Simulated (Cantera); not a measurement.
A closed system holds: 1 mol PH3, 0.72 mol H2O, 0.42 mol O2, held at 3273.15 K and 0.473 Torr.

These are equilibrium values from Cantera (NASA tables, ideal gas, pure condensed phases), not measurements of a reactor. Candidate condensed phases: H2O, P, P4O10; 17 gas species. Gases not in the tables: HPO2, HPO3 and P4O6. The numbers say what is thermodynamically allowed, not how fast it happens.

Base state: H 0.662, O 0.184, P 0.101, PO 0.0492, H2 0.00238, OH 0.00111, P2 0.000303, O2 0.000297 (mole fractions); condensed: gas only.

What changes in the equilibrium state with this change: temperature from 3273.15 K to 3000 K?


| species | before | after |
|---|---|---|
| H | 0.662 | 0.693 |
| O | 0.184 | 0.129 |
| PO | 0.0492 | 0.116 |
| P | 0.101 | 0.0439 |
| H2 | 0.00238 | 0.0121 |
| H2O | 9.88e-6 | 0.000193 |
| PO2 | 0.000141 | 0.00142 |
| OH | 0.00111 | 0.00367 |
| O2 | 0.000297 | 0.000812 |
| PH | 2.41e-5 | 3.17e-5 |
